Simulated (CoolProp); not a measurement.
C2F6 (R116) at 212.51 K and 0.0585 MPa is compressed adiabatically to 0.175 MPa with isentropic efficiency 0.75. Each further row changes one setting.

Values from CoolProp's reference Helmholtz-energy equation of state, Lemmon 2006. It is a short technical equation, of lower accuracy than the large ones.

```tsv
case	work (kJ/kg)	final temperature (K)	final density (kg/m³)
as stated	19.2	243.5	12.4
efficiency 1	14.4	236.6	12.8
efficiency 0.65	22.1	247.7	12.1
```
